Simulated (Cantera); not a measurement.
An isothermal, constant-pressure homogeneous reactor starts with 23.7 % H2, 76.3 % O2, equivalence ratio 0.15, at 1175 K and 26.3 Torr.

Model: GRI-Mech 3.0 (53 species, 325 reactions), integrated in Cantera. Radical loss at walls, strong at low pressure, is not modelled. The temperature is held fixed by assumption; the heat of reaction is taken as removed at once.

x: mole fraction; the columns are a selection and need not sum to one.

```tsv
t (s)	x H2	x O2	x HO2	x H2O	x O	x OH	x H2O2
1.00e-6	0.237	0.763	2.69e-10	<1e-12	5.60e-12	5.43e-12	<1e-12
8.36e-6	0.237	0.763	2.25e-9	1.49e-10	3.32e-10	2.68e-10	<1e-12
6.99e-5	0.237	0.763	1.92e-8	5.39e-8	2.44e-8	1.41e-8	2.66e-11
0.000585	…	…	…	…	…	…	1.35e-6
0.00489	0.00126	0.725	2.13e-5	0.263	0.00540	0.00314	1.27e-6
0.0409	1.41e-5	0.731	1.14e-6	0.268	6.49e-5	0.000342	1.89e-7
0.342	6.25e-7	0.732	7.19e-8	0.268	3.23e-6	7.63e-5	2.34e-8
2.86	5.51e-8	0.732	1.50e-8	0.268	2.97e-7	2.31e-5	3.05e-9
23.9	1.30e-8	0.732	1.80e-8	0.268	6.95e-8	1.12e-5	8.42e-10
200	1.26e-8	0.732	1.82e-8	0.268	6.72e-8	1.10e-5	8.19e-10
```

Task: What belongs in the gaps?

Result: 
- 0.000585, x H2: 0.0333
- 0.000585, x O2: 0.658
- 0.000585, x HO2: 2.44e-5
- 0.000585, x H2O: 0.156
- 0.000585, x O: 0.0542
- 0.000585, x OH: 0.0132
